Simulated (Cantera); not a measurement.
What does this Cantera script print?

```python
import numpy as np
import cantera as ct

gas_names = """
    Br Br2 H HBr H2 Si SiBr SiBr2 SiBr3 SiBr4 SiH SiHBr3 SiH2 SiH2Br2 SiH3 SiH3Br SiH4 Si2 Si3
""".split()
cond_names = """
    Br2(cr) Br2(L) Si(cr) Si(L)
""".split()


# ... load() reads the species with a 1 bar reference pressure and builds the phases ...
atoms = {
    'Si': {'Si': 1},
    'HBr': {'H': 1, 'Br': 1},
}
top_T = {}  # K; cautious upper limits of use, not melting points


# ... equilibrate(T, P, feed) seeds the gas with the atoms and calls Mixture.equilibrate('TP', solver="vcs", rtol=1e-11, max_steps=5000) ...
results = []
feed = {'Si': 1, 'HBr': 4.1}  # mol
T = 600  # K
P = 100000  # Pa
mix = equilibrate(T, P, feed)
results.append((T, P, feed, dict(zip(mix.species_names, mix.species_moles))))
x = sorted(zip(gas.X, gas.species_names), reverse=True)
print(f"T = {T:g} K  P = {P:g} Pa  gas = {mix.phase_moles(0):.4g} mol")
print("   x: " + "  ".join(f"{s} {v:.3e}" for v, s in x if v > 0.0001))
print("   condensed (mol): " + ("  ".join(f"{mix.phase(i).name} {mix.phase_moles(i):.4g}"
      for i in range(1, mix.n_phases) if mix.phase_moles(i) > 1e-12) or "none"))
```

Result:

```
T = 600 K  P = 100000 Pa  gas = 3.1 mol
   x: H2 6.451e-01  SiBr4 3.225e-01  HBr 3.235e-02
   condensed (mol): none
```

Cantera equilibrium calculation (NASA polynomials, part measured and part estimated; ideal gas, pure solids and liquids).
